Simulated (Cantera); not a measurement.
Cantera run:

```python
import numpy as np
import cantera as ct

gas_names = [...]  # 95 gases of nasa_gas.yaml made of C, F, H
cond_names = """
    C(gr) C6H6(L) C7H8(L) C8H18(L),n-octa
""".split()


# ... load() reads the species with a 1 bar reference pressure and builds the phases ...
atoms = {
    'CH3F': {'C': 1, 'H': 3, 'F': 1},
    'H2': {'H': 2},
}
top_T = {'C(gr)': 4500}  # K; cautious upper limits of use, not melting points


# ... equilibrate(T, P, feed) seeds the gas with the atoms and calls Mixture.equilibrate('TP', solver="vcs", rtol=1e-11, max_steps=5000) ...
results = []
feed = {'CH3F': 1, 'H2': 1.7}  # mol
P = 51000  # Pa
for T in [923, 1073, 1223, 1373, 1523, 1673, 1823, 1973, 2123, 2273]:
    mix = equilibrate(T, P, feed)
    results.append((T, P, feed, dict(zip(mix.species_names, mix.species_moles))))
    x = sorted(zip(gas.X, gas.species_names), reverse=True)
    print(f"T = {T:g} K  P = {P:g} Pa  gas = {mix.phase_moles(0):.4g} mol")
    print("   x: " + "  ".join(f"{s} {v:.3e}" for v, s in x if v > 0.001))
    print("   condensed (mol): " + ("  ".join(f"{mix.phase(i).name} {mix.phase_moles(i):.4g}"
          for i in range(1, mix.n_phases) if mix.phase_moles(i) > 1e-12) or "none"))
```

It prints:

```
T = 923 K  P = 51000 Pa  gas = 3.516 mol
   x: H2 6.634e-01  HF 2.844e-01  CH4 5.221e-02
   condensed (mol): C(gr) 0.8164
T = 1073 K  P = 51000 Pa  gas = 3.656 mol
   x: H2 7.145e-01  HF 2.735e-01  CH4 1.196e-02
   condensed (mol): C(gr) 0.9563
T = 1223 K  P = 51000 Pa  gas = 3.687 mol
   x: H2 7.252e-01  HF 2.712e-01  CH4 3.573e-03
   condensed (mol): C(gr) 0.9868
T = 1373 K  P = 51000 Pa  gas = 3.695 mol
   x: H2 7.280e-01  HF 2.706e-01  CH4 1.361e-03
   condensed (mol): C(gr) 0.995
T = 1523 K  P = 51000 Pa  gas = 3.698 mol
   x: H2 7.289e-01  HF 2.704e-01
   condensed (mol): C(gr) 0.9976
T = 1673 K  P = 51000 Pa  gas = 3.699 mol
   x: H2 7.291e-01  HF 2.703e-01
   condensed (mol): C(gr) 0.9985
T = 1823 K  P = 51000 Pa  gas = 3.7 mol
   x: H2 7.289e-01  HF 2.703e-01
   condensed (mol): C(gr) 0.9981
T = 1973 K  P = 51000 Pa  gas = 3.703 mol
   x: H2 7.277e-01  HF 2.701e-01  H 1.612e-03
   condensed (mol): C(gr) 0.9961
T = 2123 K  P = 51000 Pa  gas = 3.708 mol
   x: H2 7.247e-01  HF 2.697e-01  H 4.277e-03  C2H2,acetylene 1.200e-03
   condensed (mol): C(gr) 0.9907
T = 2273 K  P = 51000 Pa  gas = 3.718 mol
   x: H2 7.183e-01  HF 2.689e-01  H 9.969e-03  C2H2,acetylene 2.708e-03
   condensed (mol): C(gr) 0.9795
```

Equilibrium computed with Cantera from the NASA thermochemical tables; the gas is ideal and each condensed phase is pure.
